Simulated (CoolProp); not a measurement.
Dodecamethylcyclohexasiloxane (D6) along the isotherm 620 K: fugacity coefficient from the reference equation and from simpler models built on Tc = 645.8 K, pc = 0.9614 MPa, ω = 0.736; each cubic takes its own stable root.

Computed with CoolProp (reference Helmholtz-energy equation of state, Colonna 2008). It is a short technical equation, of lower accuracy than the large ones.

| p (MPa) | phase | reference |
|---|---|---|
| 0.0534 | gas | 0.9735 |
| 0.107 | gas | 0.9473 |
| 0.16 | gas | 0.9218 |
| 0.214 | gas | 0.8962 |
| 0.267 | gas | 0.8715 |
| 0.32 | gas | 0.8471 |
| 0.374 | gas | 0.8225 |
| 0.427 | gas | 0.7987 |
| 0.481 | gas | 0.7746 |

**Question.** How far does each simpler model (Soave-Redlich-Kwong, Peng-Robinson) lie from the reference over these 9 states: mean and median of the absolute difference, and the worst?

**Answer.** 
- Soave-Redlich-Kwong: mean 2.1 %, median 2.1 %, worst +3.6 % at 620 K and 0.481 MPa
- Peng-Robinson: mean 1.0 %, median 1.0 %, worst +1.7 % at 620 K and 0.481 MPa
